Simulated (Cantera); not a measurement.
A Cantera script and what it prints.

```python
import numpy as np
import cantera as ct

gas_names = """
    CL CL2 H HCL H2 Si SiCL SiCL2 SiCL3 SiCL4 SiH SiHCL3 SiH2 SiH2CL2 SiH3 SiH3CL SiH4 Si2 Si3
""".split()
cond_names = """
    Si(cr) Si(L)
""".split()


# ... load() reads the species with a 1 bar reference pressure and builds the phases ...
atoms = {
    'SiHCl3': {'Si': 1, 'H': 1, 'CL': 3},
    'H2': {'H': 2},
}
top_T = {}  # K; cautious upper limits of use, not melting points


# ... equilibrate(T, P, feed) seeds the gas with the atoms and calls Mixture.equilibrate('TP', solver="vcs", rtol=1e-11, max_steps=5000) ...
results = []
feed = {'SiHCl3': 1, 'H2': 9.1}  # mol
P = 101325  # Pa
for T in [800, 900, 1000, 1100, 1200, 1300, 1400, 1500]:
    mix = equilibrate(T, P, feed)
    results.append((T, P, feed, dict(zip(mix.species_names, mix.species_moles))))
    x = sorted(zip(gas.X, gas.species_names), reverse=True)
    print(f"T = {T:g} K  P = {P:g} Pa  gas = {mix.phase_moles(0):.4g} mol")
    print("   x: " + "  ".join(f"{s} {v:.3e}" for v, s in x if v > 1e-05))
    print("   condensed (mol): " + ("  ".join(f"{mix.phase(i).name} {mix.phase_moles(i):.4g}"
          for i in range(1, mix.n_phases) if mix.phase_moles(i) > 1e-12) or "none"))
```

Result:

```
T = 800 K  P = 101325 Pa  gas = 10.26 mol
   x: H2 9.165e-01  SiCL4 4.634e-02  SiHCL3 3.397e-02  SiH2CL2 2.012e-03  HCL 1.130e-03  SiH3CL 2.747e-05  SiCL3 2.442e-05
   condensed (mol): Si(cr) 0.1552
T = 900 K  P = 101325 Pa  gas = 10.26 mol
   x: H2 9.148e-01  SiCL4 4.647e-02  SiHCL3 3.261e-02  HCL 3.703e-03  SiH2CL2 2.171e-03  SiCL3 1.409e-04  SiH3CL 3.525e-05  SiCL2 2.036e-05
   condensed (mol): Si(cr) 0.1639
T = 1000 K  P = 101325 Pa  gas = 10.28 mol
   x: H2 9.108e-01  SiCL4 4.567e-02  SiHCL3 3.099e-02  HCL 9.460e-03  SiH2CL2 2.268e-03  SiCL3 5.611e-04  SiCL2 1.670e-04  SiH3CL 4.237e-05
   condensed (mol): Si(cr) 0.1804
T = 1100 K  P = 101325 Pa  gas = 10.32 mol
   x: H2 9.031e-01  SiCL4 4.323e-02  SiHCL3 2.872e-02  HCL 2.005e-02  SiH2CL2 2.287e-03  SiCL3 1.678e-03  SiCL2 9.064e-04  SiH3CL 4.827e-05
   condensed (mol): Si(cr) 0.2064
T = 1200 K  P = 101325 Pa  gas = 10.4 mol
   x: H2 8.902e-01  SiCL4 3.820e-02  HCL 3.654e-02  SiHCL3 2.532e-02  SiCL3 3.926e-03  SiCL2 3.540e-03  SiH2CL2 2.197e-03  SiH3CL 5.215e-05
   condensed (mol): Si(cr) 0.2387
T = 1300 K  P = 101325 Pa  gas = 10.51 mol
   x: H2 8.719e-01  HCL 5.825e-02  SiCL4 2.989e-02  SiHCL3 2.039e-02  SiCL2 1.038e-02  SiCL3 7.229e-03  SiH2CL2 1.961e-03  SiH3CL 5.304e-05
   condensed (mol): Si(cr) 0.2652
T = 1400 K  P = 101325 Pa  gas = 10.67 mol
   x: H2 8.501e-01  HCL 8.157e-02  SiCL2 2.310e-02  SiCL4 1.923e-02  SiHCL3 1.419e-02  SiCL3 1.023e-02  SiH2CL2 1.574e-03  SiH3CL 5.025e-05
   condensed (mol): Si(cr) 0.2704
T = 1500 K  P = 101325 Pa  gas = 10.84 mol
   x: H2 8.303e-01  HCL 1.007e-01  SiCL2 3.923e-02  SiCL3 1.087e-02  SiCL4 9.568e-03  SiHCL3 8.170e-03  SiH2CL2 1.109e-03  SiH3CL 4.422e-05  H 1.593e-05
   condensed (mol): Si(cr) 0.2523
```

Cantera equilibrium calculation (NASA polynomials, part measured and part estimated; ideal gas, pure solids and liquids). The tables' values for SiCl3 are old estimates; treat these amounts as uncertain.
